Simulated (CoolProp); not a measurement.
A Linde-Hampson liquefier for ethane: isothermal reversible compression at 320 K from 1 atm to 25 MPa, throttling to 1 atm, return gas leaving the recuperator 5 K below the feed. Each further row changes one setting.

Values from CoolProp's reference Helmholtz-energy equation of state, Bücker 2006.

```csv
case,liquid yield per pass,compression work (kJ/kg of gas)
as stated,0.460,378
high pressure 50 MPa,0.444,436
warm-end temperature 350 K,0.382,443
warm-end gap 10 K,0.453,378
```
